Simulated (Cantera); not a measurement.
Gas mixture: 100 % C2H6, at 1.01 bar, frozen composition.

Cantera's kinetic-theory transport with the Lennard-Jones parameters of GRI-Mech 3.0, ideal gas; thermal conductivity in the multicomponent form. The composition is frozen, though it would react at the higher temperatures.

D: mixture-averaged diffusion coefficient of that species in the mixture.

```csv
T (K),ρ (kg/m³),cp (J/kg/K),μ (µPa s),λ (mW/m/K),Pr,D (cm²/s) OH,D (cm²/s) NO,D (cm²/s) H
400,0.916,[?],12.3,35.5,0.752,0.375,0.246,1.41
600,0.611,[?],17.4,68.8,0.753,0.763,0.502,2.92
800,0.458,[?],21.8,104,0.753,1.25,0.824,4.82
1000,0.366,[?],25.7,140,0.751,1.82,1.20,7.07
1200,0.305,4449,29.3,174,0.750,2.47,1.63,9.63
1400,0.262,4736,32.6,206,0.748,3.19,2.12,12.5
1600,0.229,4957,35.7,237,0.747,3.99,2.64,15.6
```

Q: Some entries are withheld; supply them.

A: 
- 400, cp (J/kg/K): 2167
- 600, cp (J/kg/K): 2972
- 800, cp (J/kg/K): 3591
- 1000, cp (J/kg/K): 4080
